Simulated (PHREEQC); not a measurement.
Ca(OH)2 is added in steps, without added water, to 1 kg of water holding 0.0026 mol CsOH, 1.9e-05 mol CO2 and 8.1e-05 mol Na2CO3, at 19 °C. O2 is buffered at 0.21 atm. CO2 is held at log p = -1 (atm). Only these solids could form: Calcite, Portlandite, Nahcolite, Natron.

Base run: PHREEQC, ion-association model, wateq4f.dat. Each further column changes one thing. The table gives CaHCO3+ (mol/kgw).

```
Ca(OH)2 added (mol)      base  Davies equation for every ion  Debye-Hückel limiting law  all activity coefficients set to 1
-------------------  --------  -----------------------------  -------------------------  ----------------------------------
0                           0                              0                          0                                   0
0.0004062             1.24e-5                        1.23e-5                    1.20e-5                             1.60e-5
0.0007313             2.54e-5                        2.53e-5                    2.46e-5                             3.36e-5
0.001138              4.54e-5                        4.51e-5                    4.36e-5                             6.14e-5
0.001463              6.42e-5                        6.36e-5                    6.13e-5                             8.82e-5
0.001869              9.08e-5                        9.00e-5                    8.61e-5                            0.000127
0.002194             0.000115                       0.000113                   0.000108                            0.000163
0.0026               0.000147                       0.000145                   0.000138                            0.000212
```
